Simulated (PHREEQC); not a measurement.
Reverse-osmosis permeate: an equilibrium model

A made-up water analysis in mg/kgw, 75 °C, pH 5.74, pe 1.1:

| constituent | mg/kgw |
|---|---|
| Na | 0.718 |
| K | 0.386 |
| Ca | 1.07 |
| Mg | 1.49 |
| Cl | 2.68 |
| S(6) as SO4 | 5.96 |
| Alkalinity as HCO3 | 1.13 |
| Br | 0.0712 |
| B | 0.000324 |
| Fe(2) | 0.0572 |
| Ba | 0.0188 |
| Sr | 0.014 |

Valence states are taken as typed.

Equilibrium calculation in PHREEQC: ion-association model, phreeqc.dat.

No solid was allowed to form.

**Question.** Predict the charge-balance error.

**Answer.** charge-balance error 0.1 %.

**Question.** In which forms is Mg present?

**Answer.** Mg+2 97 %, MgSO4 3.4 % of the Mg.

Species that the database lacks are ignored. At this temperature some constants are extrapolated from 25 °C, and those without enthalpy data are left unchanged.
